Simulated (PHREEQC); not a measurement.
Consider water at 20 °C with 0.0022 mol FeSO4, 0.00018 mol NaHCO3 and 0.0068 mol Na2SO4 per kg of water. Closed to the air; pH follows from the charge balance.

Model: ion-association model, phreeqc.dat, run in PHREEQC.

| quantity | before | after |
|---|---|---|
| pH | 7.47 | 7.40 |
| ionic strength (mol/kgw) | 0.0262 | 0.00777 |
| SO4-2 (mol/kgw) | 0.00808 | 0.00191 |
| NaSO4- (mol/kgw) | 0.000290 | 1.16e-6 |
| HSO4- (mol/kgw) | 1.52e-8 | 5.10e-9 |

What was changed between the two runs?
(A) Na2SO4 left out
(B) FeSO4 replaced by Fe2(SO4)3 at the same molality
(C) FeSO4 from 0.0022 to 0.00198 mol/kgw
(D) NaHCO3 left out
(E) FeSO4 from 0.0022 to 0.0044 mol/kgw

A, Na2SO4 left out

Precipitation was switched off in this run. Some of these states are supersaturated (in Siderite, for instance).
